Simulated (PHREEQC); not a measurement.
Polishing slurry liquid: an equilibrium model

Solution (20 °C): 0.0032 mol/kgw KOH, 0.0047 mol/kgw Fe(NO3)3 and 0.00093 mol/kgw CO2. Closed to the air; pH follows from the charge balance.

Model: ion-association model, wateq4f.dat, run in PHREEQC.

Each row changes one thing in this solution. This is a speciation only: nothing precipitates in the calculation.

```tsv
case	pH	ionic strength (mol/kgw)	FeOH+2 (mol/kgw)	Fe+3 (mol/kgw)	Fe2(OH)2+4 (mol/kgw)	Fe(OH)2+ (mol/kgw)	SI of Fe(OH)3(a) (Fe(OH)3)	SI of Goethite (FeOOH)
as made	2.97	0.0232	0.00208	0.000800	0.000475	0.000343	+0.43	+6.14
CO2 replaced by Cs2CO3 at the same molality	3.37	0.0224	0.00188	0.000283	0.000383	0.000796	+1.21	+6.92
Fe(NO3)3 from 0.0047 to 0.0235 mol/kgw	2.13	0.134	0.00347	0.0118	0.00331	5.68e-5	-1.24	+4.47
KOH replaced by K3PO4 at the same molality	4.55	0.0184	0.000436	4.24e-6	1.88e-5	0.00285	+2.94	+8.65
```

Species that the database lacks are ignored. Some of these states are supersaturated (in Fe(OH)3(a), Hematite (slow to form), Goethite (slow to form), for instance).
